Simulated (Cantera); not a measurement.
## CHF3 + CH4 (fluorocarbon and chlorocarbon gases)

Input: 1 mol CHF3, 0.024 mol CH4, held at 0.720 bar.

These are equilibrium values from Cantera (NASA tables, ideal gas, pure condensed phases), not measurements of a reactor. Candidate condensed phases: C, C6H6, C7H8, C8H18; 110 gas species. Ions and electrons are included (thermal ionisation). The tables' values for C2F4 are old estimates; treat these amounts as uncertain. Gases not in the tables: C2F6 and larger saturated fluorocarbons. Equilibrium is a limit: real reactors are often held back by kinetics, nucleation or transport.

```tsv
T (K)	x HF	x F	x CF4	x CF2	x H	x C	x CF	x C3	x C2	x CF3	n C(graphite)
2000	0.694	0.00107	0.297	0.00716	9.82e-7	4.23e-11	4.95e-6	3.85e-11	3.26e-12	0.00127	0.542
2500	0.621	0.0424	0.175	0.147	2.68e-5	2.31e-7	0.00139	6.90e-7	6.36e-8	0.0126	0.429
3000	0.468	0.240	0.00674	0.250	0.000419	7.04e-5	0.0277	0.000433	4.40e-5	0.00646	0.339
3500	0.366	0.388	3.18e-5	0.0784	0.00615	0.00412	0.108	0.0406	0.00455	0.000408	0.0286
4000	0.269	0.497	1.20e-7	0.00855	0.0463	0.0289	0.0874	0.0437	0.0161	1.20e-5	0
4500	0.121	0.551	8.06e-10	0.000925	0.140	0.0954	0.0490	0.0177	0.0225	4.31e-7	0
5000	0.0348	0.574	8.13e-12	9.34e-5	0.193	0.162	0.0192	0.00239	0.0126	1.73e-8	0
```
x: gas mole fraction; n: condensed amount in mol.

From 2000 K to 3500 K the condensed part is C(graphite). From 4000 K to 5000 K nothing is condensed. The main C-bearing gas is CF4 at 2000 K and C at 5000 K.
